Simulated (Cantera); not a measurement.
An adiabatic, constant-pressure homogeneous reactor starts with CH4 : H2 : O2 : N2 = 1 : 0.41 : 4.79 : 52.7 (molar parts), equivalence ratio 0.46, at 1625 K and 2550 Torr. Integrator tolerance rtol = 1e-08.

Computed with Cantera and GRI-Mech 3.0 (53 species, 325 reactions).

Q: What does this change do: constant volume in place of constant pressure?

A: 
```json
[
 {"quantity": "time of steepest temperature rise", "before": "95.2 µs", "after": "92.7 µs"},
 {"quantity": "temperature at 2.00 s", "before": "2033 K", "after": "2140 K"},
 {"quantity": "equilibrium temperature", "before": "2032 K", "after": "2140 K"},
 {"quantity": "x(CH4) at 2.00 s", "before": "<1e-12 (gas-phase equilibrium <1e-12)", "after": "<1e-12 (gas-phase equilibrium <1e-12)"},
 {"quantity": "x(H2) at 2.00 s", "before": "3.99e-5 (gas-phase equilibrium 3.97e-5)", "after": "7.35e-5 (gas-phase equilibrium 7.35e-5)"},
 {"quantity": "x(O2) at 2.00 s", "before": "0.0421 (gas-phase equilibrium 0.0419)", "after": "0.0412 (gas-phase equilibrium 0.0412)"},
 {"quantity": "x(CH3) at 2.00 s", "before": "<1e-12 (gas-phase equilibrium <1e-12)", "after": "<1e-12 (gas-phase equilibrium <1e-12)"},
 {"quantity": "x(OH) at 2.00 s", "before": "0.000756 (gas-phase equilibrium 0.000751)", "after": "0.00113 (gas-phase equilibrium 0.00113)"},
 {"quantity": "x(C2H) at 2.00 s", "before": "<1e-12 (gas-phase equilibrium <1e-12)", "after": "<1e-12 (gas-phase equilibrium <1e-12)"}
]
```

Q: What does this change do: pressure from 2550 Torr to 7500 Torr?

A: 
```
quantity                                                              before                                      after
---------------------------------  -----------------------------------------  -----------------------------------------
time of steepest temperature rise                                    95.2 µs                                    43.2 µs
temperature at 2.00 s                                                 2033 K                                     2034 K
equilibrium temperature                                               2032 K                                     2033 K
x(CH4) at 2.00 s                       <1e-12 (gas-phase equilibrium <1e-12)      <1e-12 (gas-phase equilibrium <1e-12)
x(H2) at 2.00 s                      3.99e-5 (gas-phase equilibrium 3.97e-5)    2.35e-5 (gas-phase equilibrium 2.34e-5)
x(O2) at 2.00 s                        0.0421 (gas-phase equilibrium 0.0419)      0.0419 (gas-phase equilibrium 0.0419)
x(CH3) at 2.00 s                       <1e-12 (gas-phase equilibrium <1e-12)      <1e-12 (gas-phase equilibrium <1e-12)
x(OH) at 2.00 s                    0.000756 (gas-phase equilibrium 0.000751)  0.000579 (gas-phase equilibrium 0.000578)
x(C2H) at 2.00 s                       <1e-12 (gas-phase equilibrium <1e-12)      <1e-12 (gas-phase equilibrium <1e-12)
```

Q: What does this change do: H2 0.41 to 0.63 parts?

A: 
| quantity | before | after |
|---|---|---|
| time of steepest temperature rise | 95.2 µs | 67.5 µs |
| temperature at 2.00 s | 2033 K | 2055 K |
| equilibrium temperature | 2032 K | 2055 K |
| x(CH4) at 2.00 s | <1e-12 (gas-phase equilibrium <1e-12) | <1e-12 (gas-phase equilibrium <1e-12) |
| x(H2) at 2.00 s | 3.99e-5 (gas-phase equilibrium 3.97e-5) | 5.24e-5 (gas-phase equilibrium 5.22e-5) |
| x(O2) at 2.00 s | 0.0421 (gas-phase equilibrium 0.0419) | 0.0399 (gas-phase equilibrium 0.0398) |
| x(CH3) at 2.00 s | <1e-12 (gas-phase equilibrium <1e-12) | <1e-12 (gas-phase equilibrium <1e-12) |
| x(OH) at 2.00 s | 0.000756 (gas-phase equilibrium 0.000751) | 0.000864 (gas-phase equilibrium 0.000861) |
| x(C2H) at 2.00 s | <1e-12 (gas-phase equilibrium <1e-12) | <1e-12 (gas-phase equilibrium <1e-12) |
